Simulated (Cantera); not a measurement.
Input: 1 mol SiC, 0.18 mol CO2, 26 mol H2, held at 652 °C and 101000 Pa.

Method: chemical equilibrium by Gibbs-energy minimisation in Cantera with the NASA 1993 tables (ideal gas, pure condensed phases). Candidate condensed phases: C, C6H6, C7H8, C8H18, H2O, Si, SiC, SiO2; 123 gas species. The numbers say what is thermodynamically allowed, not how fast it happens.

Base state: H2 0.986, CH4 0.0140 (mole fractions); condensed: SiC(s) + SiO2(β-quartz).

### Question
What changes in the equilibrium state with this change: temperature from 652 °C to 1277 °C?

### Answer
| species | before | after |
|---|---|---|
| H2 | 0.986 | 0.990 |
| CO | <1e-9 | 0.00878 |
| CH4 | 0.0140 | 0.000649 |
| SiO | <1e-9 | 0.000204 |
| H | <1e-9 | 3.11e-5 |
| H2O | 2.35e-9 | 3.32e-5 |
| SiC(s), mol | 0.820 | 0.933 |
| SiO2(β-quartz), mol | 0.180 | 0.0618 |
Mutual solubility and eutectic melting of coexisting phases are not modelled. The tables hold silica as quartz up to 1696 K and as liquid above; real silica turns to tridymite and cristobalite and melts near 1996 K.

### Question
What changes in the equilibrium state with this change: SiC replaced by Si?

### Answer
| species | before | after |
|---|---|---|
| H2 | 0.986 | 1.000 |
| CH4 | 0.0140 | 4.39e-5 |
| SiC(s), mol | 0.820 | 0.179 |
| SiO2(β-quartz), mol | 0.180 | 0.180 |
| Si(s), mol | 0 | 0.641 |

### Question
What changes in the equilibrium state with this change: CO2 from 0.18 to 1.5 mol?

### Answer
| species | before | after |
|---|---|---|
| H2 | 0.986 | 0.868 |
| CH4 | 0.0140 | 0.0915 |
| H2O | 2.35e-9 | 0.0285 |
| CO | <1e-9 | 0.0115 |
| CO2 | <1e-9 | 0.000764 |
| SiC(s), mol | 0.820 | 0 |
| SiO2(β-quartz), mol | 0.180 | 1.00 |
